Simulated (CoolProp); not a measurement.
A simple Rankine cycle with R21: condensing at 302.15 K, boiler at 2.06 MPa, turbine inlet 400.7 K, turbine efficiency 0.7, pump efficiency 0.6, no recuperator. Each further row changes one setting.

Values from CoolProp's reference Helmholtz-energy equation of state, Platzer 1990. This equation is an older, rougher fit; its heat capacities, sound speeds and derivatives of the liquid may be far off and weren't checked against measurements.

```json
[
 {"case": "as stated", "thermal efficiency (%)": "13.2", "net work (kJ/kg)": "35.0", "heat in (kJ/kg)": "265", "turbine exit temperature (K)": "304.7", "volume ratio over the turbine": "9.53"},
 {"case": "turbine inlet 420.7 K", "thermal efficiency (%)": "13.6", "net work (kJ/kg)": "38.5", "heat in (kJ/kg)": "283", "turbine exit temperature (K)": "328.0", "volume ratio over the turbine": "9.26"},
 {"case": "condensing temperature 294.15 K", "thermal efficiency (%)": "14.3", "net work (kJ/kg)": "39.0", "heat in (kJ/kg)": "273", "turbine exit temperature (K)": "296.3", "volume ratio over the turbine": "12.3"},
 {"case": "boiler pressure 1.44 MPa", "thermal efficiency (%)": "11.9", "net work (kJ/kg)": "32.8", "heat in (kJ/kg)": "276", "turbine exit temperature (K)": "325.9", "volume ratio over the turbine": "6.42"},
 {"case": "turbine efficiency 0.6", "thermal efficiency (%)": "11.2", "net work (kJ/kg)": "29.7", "heat in (kJ/kg)": "265", "turbine exit temperature (K)": "312.9", "volume ratio over the turbine": "9.84"}
]
```
